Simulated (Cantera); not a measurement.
What does this Cantera script print?

```python
import numpy as np
import cantera as ct

gas_names = """
    C CH CH2 CH3 CH2OH CH3O CH4 CH3OH CN CO CO2 COOH C2 C2H CHCO,ketyl C2H2,acetylene C2H2,vinylidene
    CH2CO,ketene C2H3,vinyl CH3CN CH3CO,acetyl C2H4 C2H4O,ethylen CH3CHO,ethanal CH3COOH (HCOOH)2 C2H5
    C2H6 CH3OCH3 C2H5OH CCN CNC C2N2 C2O C3 C3H3,propargyl C3H4,allene C3H4,propyne C3H4,cyclo-
    C3H5,allyl C3H6,propylene C3H6,cyclo- C3H6O C3H7,n-propyl C3H7,i-propyl C3H8 C3H8O,1propanol
    C3H8O,2propanol C3O2 C4 C4H2 C4H4,1,3-cyclo- C4H6,butadiene C4H6,2-butyne C4H6,cyclo- C4H8,1-butene
    C4H8,cis2-buten C4H8,tr2-butene C4H8,isobutene C4H8,cyclo- (CH3COOH)2 C4H9,n-butyl C4H9,i-butyl
    C4H9,s-butyl C4H9,t-butyl C4H10,isobutane C4H10,n-butane C4N2 C5 C5H6,1,3cyclo- C5H8,cyclo-
    C5H10,1-pentene C5H10,cyclo- C5H11,pentyl C5H11,t-pentyl C5H12,n-pentane C5H12,i-pentane
    CH3C(CH3)2CH3 C6H2 C6H5,phenyl C6H5O,phenoxy C6H6 C6H5OH,phenol C6H10,cyclo- C6H12,1-hexene
    C6H12,cyclo- C6H13,n-hexyl C7H7,benzyl C7H8 C7H8O,cresol C7H14,1-heptene C7H15,n-heptyl
    C7H16,n-heptane C8H8,styrene C8H10,ethylbenz C8H16,1-octene C8H17,n-octyl C8H18,isooctane
    C8H18,n-octane C9H19,n-nonyl C10H8,naphthale C10H21,n-decyl C12H9,o-bipheny C12H10,bipheny H HCN HCO
    HCCN HNC HNCO HNO HNO2 HNO3 HO2 H2 HCHO,formaldehy HCOOH H2O H2O2 N NCO NH NH2 NH3 NH2OH NO NO2 NO3
    N2 N2H2 N2H4 N2O O OH O2 O3
""".split()
cond_names = """
    C(gr) C6H6(L) C7H8(L) C8H18(L),n-octa H2O(s) H2O(L)
""".split()


def load(file, names, dense=False):
    # The tables refer to 1 bar. Condensed volumes are neglected.
    table = {s.name: s for s in ct.Species.list_from_file(file)}
    out = []
    for n in names:
        d = dict(table[n].input_data)
        d["thermo"] = dict(d["thermo"], **{"reference-pressure": 1e5})
        if dense:
            d["equation-of-state"] = {"model": "constant-volume", "density": "1e6 g/cm^3"}
        out.append(ct.Species.from_dict(d))
    return out


gas = ct.Solution(thermo="ideal-gas", species=load("nasa_gas.yaml", gas_names))
cond = {s.name: ct.Solution(thermo="fixed-stoichiometry", species=[s], name=s.name)
        for s in load("nasa_condensed.yaml", cond_names, dense=True)}
atoms = {
    'C3H6': {'C': 3, 'H': 6},
    'O2': {'O': 2},
    'H2': {'H': 2},
    'NH3': {'N': 1, 'H': 3},
}
top_T = {'C(gr)': 4500}  # K; cautious upper limits of use, not melting points


def equilibrate(T, P, feed):
    n = {}
    for name, mol in feed.items():
        for a, k in atoms[name].items():
            n[a] = n.get(a, 0.0) + k * mol
    gas.TPX = T, P, n
    mass = sum(n.values()) * gas.mean_molecular_weight
    gas.equilibrate("TP")
    valid = [c for c in cond.values() if c.min_temp <= T <= top_T.get(c.name, c.max_temp)]
    mix = ct.Mixture([(gas, mass / gas.mean_molecular_weight)] + [(c, 0.0) for c in valid])
    mix.T, mix.P = T, P
    mix.equilibrate("TP", solver="vcs", rtol=1e-11, max_steps=5000)
    return mix


results = []
feed = {'C3H6': 1, 'O2': 0.08, 'H2': 0.87, 'NH3': 0.67}  # mol
T = 2298  # K
P = 210  # Pa
mix = equilibrate(T, P, feed)
results.append((T, P, feed, dict(zip(mix.species_names, mix.species_moles))))
print(gas.report(threshold=0.0001))
for i in range(1, mix.n_phases):
    print(f"{mix.phase(i).name:16s} {mix.phase_moles(i):12.5e} mol")
```

Output:

```
       temperature   2298 K
          pressure   210 Pa
           density   4.6165e-05 kg/m^3
  mean mol. weight   4.2003 kg/kmol
   phase of matter   gas

                          1 kg             1 kmol
                     ---------------   ---------------
          enthalpy        2.3395e+07        9.8264e+07  J
   internal energy        1.8846e+07        7.9158e+07  J
           entropy             59954        2.5182e+05  J/K
    Gibbs function       -1.1438e+08       -4.8042e+08  J
 heat capacity c_p            7870.3             33058  J/K
 heat capacity c_v            5890.8             24743  J/K

                      mass frac. Y      mole frac. X     chem. pot. / RT
                     ---------------   ---------------   ---------------
                CO           0.18094          0.027133           -43.743
    C2H2,acetylene          0.019359         0.0031229           -32.553
                 H          0.042852           0.17856           -13.206
               HCN            0.0514         0.0079883           -34.543
               HNC         0.0046712        0.00072598           -34.543
                H2           0.35034           0.72992           -26.413
                N2           0.34955           0.05241           -36.533
     [ +129 minor]        0.00089322        0.00013954

C(gr)             2.75055e+00 mol
```

Method: chemical equilibrium by Gibbs-energy minimisation in Cantera with the NASA 1993 tables (ideal gas, pure condensed phases).
